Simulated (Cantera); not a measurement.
**Chlorosilane synthesis and conversion: Si + HCl + H2**

A closed system holds: 1 mol Si, 1.6 mol HCl, 4.9 mol H2, at 3.80 bar.

Method: chemical equilibrium by Gibbs-energy minimisation in Cantera with the NASA 1993 tables (ideal gas, pure condensed phases). Candidate condensed phases: Si; 19 gas species. The tables' values for SiCl3 are old estimates; treat these amounts as uncertain. Equilibrium is a limit: real reactors are often held back by kinetics, nucleation or transport.

From 748 K to 1548 K the condensed part is Si(s). The main Si-bearing gas is SiHCl3 at 748 K and SiCl2 at 1548 K. The share of Si in condensed phases is highest at 1448 K (60.4 %) and lowest at 748 K (53.1 %).

| T (K) | x H2 | x HCl | x SiHCl3 | x SiCl4 | x SiCl2 | x SiCl3 | n Si(s) |
|---|---|---|---|---|---|---|---|
| 748 | 0.922 | 0.000360 | 0.0394 | 0.0350 | 1.21e-7 | 4.74e-6 | 0.531 |
| 848 | 0.921 | 0.00140 | 0.0381 | 0.0356 | 2.50e-6 | 3.51e-5 | 0.533 |
| 948 | 0.920 | 0.00403 | 0.0366 | 0.0357 | 2.69e-5 | 0.000168 | 0.538 |
| 1048 | 0.916 | 0.00940 | 0.0349 | 0.0350 | 0.000180 | 0.000586 | 0.547 |
| 1148 | 0.909 | 0.0186 | 0.0325 | 0.0332 | 0.000839 | 0.00159 | 0.561 |
| 1248 | 0.899 | 0.0324 | 0.0290 | 0.0297 | 0.00293 | 0.00347 | 0.579 |
| 1348 | 0.884 | 0.0502 | 0.0240 | 0.0240 | 0.00799 | 0.00617 | 0.595 |
| 1448 | 0.867 | 0.0696 | 0.0178 | 0.0167 | 0.0172 | 0.00883 | 0.604 |
| 1548 | 0.850 | 0.0869 | 0.0114 | 0.00954 | 0.0296 | 0.0100 | 0.602 |
x: gas mole fraction; n: condensed amount in mol.
